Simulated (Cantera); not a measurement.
Input: 1 mol Fe, 2.2 mol H₂S, 2.5 mol H₂, equilibrated at 1377 °C and 10000 Pa.

These are equilibrium values from Cantera (NASA tables, ideal gas, pure condensed phases), not measurements of a reactor. Candidate condensed phases: Fe, FeS, FeS₂, S; 8 gas species. FeS: taken at fixed stoichiometry. Rates play no part.

Base state: H₂ 0.818, H₂S 0.117, S₂ 0.0582, SH 0.00607, H 0.000260, S 0.000151 (mole fractions); condensed: FeS(l).

### Question
What changes in the equilibrium state with this change: H₂S from 2.2 to 0.74 mol?

### Answer
```tsv
species	before	after
H₂	0.818	0.979
H₂S	0.117	0.0183
S₂	0.0582	0.000997
Fe	3.54e-6	2.70e-5
S	0.000151	1.98e-5
SH	0.00607	0.000869
H	0.000260	0.000284
FeS(l), mol	1.000	0.671
Fe(γ), mol	0	0.329
```
Metal and sulfide melt together well below either melting point, which pure phases cannot show. Mutual solubility and eutectic melting of coexisting phases are not modelled.
